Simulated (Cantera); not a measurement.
A perfectly stirred reactor is fed with H₂ : O₂ : N₂ = 0.39 : 1 : 2.5 (molar parts), at 700 Pa; it is held at 1425 K, and followed from long to short residence time.

Cantera simulation using the H2/O2 subset of GRI-Mech 3.0, which has no nitrogen chemistry; the numbers are that mechanism's predictions, not measurements. Radical loss at walls, strong at low pressure, is not modelled. The temperature is held fixed by assumption; the heat of reaction is taken as removed at once.

Task: What does this change do: pressure from 700 Pa to 1330 Pa?

Result: 
```csv
quantity,before,after
x(H₂) at τ = 0.430 s,0.00392,0.00217
x(O₂) at τ = 0.430 s,0.207,0.212
x(H₂O) at τ = 0.430 s,0.0899,0.0975
x(HO₂) at τ = 0.430 s,5.93e-7,1.03e-6
x(H₂O₂) at τ = 0.430 s,3.34e-8,5.44e-8
x(H₂) at τ = 12.0 ms,0.00833,0.00719
x(O₂) at τ = 12.0 ms,0.200,0.201
x(H₂O) at τ = 12.0 ms,0.0715,0.0750
x(HO₂) at τ = 12.0 ms,5.77e-7,1.11e-6
x(H₂O₂) at τ = 12.0 ms,3.39e-8,6.33e-8
```
